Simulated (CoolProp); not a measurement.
Saturated liquid density (kg/m³) of sulfur dioxide: the reference equation beside estimates from Tc = 157.5 °C, pc = 7887 kPa, ω = 0.256. Rackett uses Z = 0.29056 − 0.08775 ω.

The numbers come from the reference Helmholtz-energy equation of state, Gao 2016 in CoolProp.

```json
[
 {"T (°C)": "-27.65", "reference": "1507", "Rackett": "1481", "van der Waals": "887.2", "Redlich-Kwong": "1310", "Soave-Redlich-Kwong": "1346", "Peng-Robinson": "1518"},
 {"T (°C)": "-21.35", "reference": "1491", "Rackett": "1466", "van der Waals": "878.8", "Redlich-Kwong": "1296", "Soave-Redlich-Kwong": "1334", "Peng-Robinson": "1504"},
 {"T (°C)": "-15.05", "reference": "1475", "Rackett": "1451", "van der Waals": "870.2", "Redlich-Kwong": "1281", "Soave-Redlich-Kwong": "1320", "Peng-Robinson": "1490"},
 {"T (°C)": "-8.75", "reference": "1458", "Rackett": "1435", "van der Waals": "861.4", "Redlich-Kwong": "1266", "Soave-Redlich-Kwong": "1307", "Peng-Robinson": "1475"},
 {"T (°C)": "-2.45", "reference": "1442", "Rackett": "1419", "van der Waals": "852.5", "Redlich-Kwong": "1250", "Soave-Redlich-Kwong": "1292", "Peng-Robinson": "1460"},
 {"T (°C)": "3.85", "reference": "1425", "Rackett": "1403", "van der Waals": "843.3", "Redlich-Kwong": "1234", "Soave-Redlich-Kwong": "1278", "Peng-Robinson": "1444"},
 {"T (°C)": "10.15", "reference": "1408", "Rackett": "1387", "van der Waals": "833.9", "Redlich-Kwong": "1218", "Soave-Redlich-Kwong": "1262", "Peng-Robinson": "1428"},
 {"T (°C)": "16.45", "reference": "1391", "Rackett": "1371", "van der Waals": "824.3", "Redlich-Kwong": "1201", "Soave-Redlich-Kwong": "1247", "Peng-Robinson": "1410"},
 {"T (°C)": "22.75", "reference": "1373", "Rackett": "1354", "van der Waals": "814.4", "Redlich-Kwong": "1184", "Soave-Redlich-Kwong": "1230", "Peng-Robinson": "1392"},
 {"T (°C)": "29.05", "reference": "1355", "Rackett": "1336", "van der Waals": "804.2", "Redlich-Kwong": "1166", "Soave-Redlich-Kwong": "1213", "Peng-Robinson": "1374"},
 {"T (°C)": "35.35", "reference": "1337", "Rackett": "1319", "van der Waals": "793.7", "Redlich-Kwong": "1147", "Soave-Redlich-Kwong": "1196", "Peng-Robinson": "1354"},
 {"T (°C)": "41.65", "reference": "1318", "Rackett": "1301", "van der Waals": "783.0", "Redlich-Kwong": "1128", "Soave-Redlich-Kwong": "1177", "Peng-Robinson": "1334"},
 {"T (°C)": "47.95", "reference": "1299", "Rackett": "1282", "van der Waals": "771.9", "Redlich-Kwong": "1108", "Soave-Redlich-Kwong": "1158", "Peng-Robinson": "1313"},
 {"T (°C)": "54.25", "reference": "1280", "Rackett": "1263", "van der Waals": "760.4", "Redlich-Kwong": "1087", "Soave-Redlich-Kwong": "1138", "Peng-Robinson": "1290"}
]
```

Absolute difference from the reference over all 14 rows, mean and median: Rackett 1.5 and 1.5 %, van der Waals 40.8 and 40.8 %, Redlich-Kwong 13.7 and 13.6 %, Soave-Redlich-Kwong 10.5 and 10.5 %, Peng-Robinson 1.2 and 1.2 %.
